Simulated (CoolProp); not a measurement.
Vapour-liquid equilibrium of R152A (1) + R113 (2) at 269.1 K; x and y are mole fractions of (1).

Values from CoolProp's multi-fluid Helmholtz-energy mixture model, Outcalt 1996 and Marx 1992; pair parameters Bell 2016.

### Question
Give the bubble pressure and the first vapour's composition at x = 0.425, 0.8, 0.875. Is there an azeotrope?

### Answer
x = 0.425: 150.0 kPa, y = 0.939; x = 0.8: 196.1 kPa, y = 0.971; x = 0.875: 206.4 kPa, y = 0.979. No azeotrope shows between x = 0.05 and 0.95.

The pair parameters rest on a limited set of measurements; away from them the model extrapolates. With so large a gap from Raoult's law the liquid may split in two, which this calculation doesn't test in full.
